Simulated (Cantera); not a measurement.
A closed system holds: 1 mol SiO₂, 0.53 mol SiCl₄, 9.3 mol O₂, at 950 K and 59.0 mbar.

These are equilibrium values from Cantera (NASA tables, ideal gas, pure condensed phases), not measurements of a reactor. Candidate condensed phases: Si, SiO₂; 15 gas species. Rates play no part.

Base state: O₂ 0.892, Cl₂ 0.108, Cl 0.000239 (mole fractions); condensed: SiO₂(β-quartz).

**Question.** What changes in the equilibrium state with this change: SiCl₄ from 0.53 to 0.37 mol?

**Answer.** 
```tsv
species	before	after
O₂	0.892	0.923
Cl₂	0.108	0.0764
Cl	0.000239	0.000201
SiO₂(β-quartz), mol	1.53	1.37
```
